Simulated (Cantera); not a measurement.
Dilute partial oxidation

A perfectly stirred reactor is fed with CH₃OH : O₂ : N₂ = 0.02 : 0.0093 : 0.28 (molar parts), equivalence ratio 3.2, at 5250 Torr; it is held at 1273 K, and followed from long to short residence time.

Detailed kinetics in Cantera: GRI-Mech 3.0 (53 species, 325 reactions). GRI-Mech 3.0 was tuned for natural gas; its chemistry of methanol as a main component is partial and can be far from experiment. The temperature is held fixed by assumption; the heat of reaction is taken as removed at once.

| τ (s) | x CH₃OH | x O₂ | x C₂H | x HCN | x CO₂ | x H₂O | x CH₂O |
|---|---|---|---|---|---|---|---|
| 0.98 | 1.40e-5 | 9.47e-5 | <1e-12 | 4.49e-10 | 0.0136 | 0.0411 | 8.49e-6 |
| 0.40 | 2.56e-5 | 0.000165 | <1e-12 | 6.79e-10 | 0.0131 | 0.0416 | 1.55e-5 |
| 0.16 | 4.88e-5 | 0.000288 | <1e-12 | 9.77e-10 | 0.0123 | 0.0422 | 2.96e-5 |
| 0.065 | 9.84e-5 | 0.000495 | <1e-12 | 1.18e-9 | 0.0114 | 0.0427 | 5.98e-5 |
| 0.026 | 0.000257 | 0.000904 | <1e-12 | 7.92e-10 | 0.0111 | 0.0421 | 0.000156 |
| 0.011 | 0.000978 | 0.00158 | <1e-12 | 2.10e-10 | 0.0123 | 0.0393 | 0.000585 |
| 0.0042 | 0.00256 | 0.00220 | <1e-12 | 1.52e-10 | 0.0112 | 0.0393 | 0.00146 |
| 0.0017 | 0.00513 | 0.00295 | <1e-12 | 1.52e-10 | 0.00900 | 0.0401 | 0.00275 |
| 0.00069 | 0.00969 | 0.00428 | <1e-12 | 1.34e-10 | 0.00643 | 0.0400 | 0.00472 |
x: mole fraction; the columns are a selection and need not sum to one.
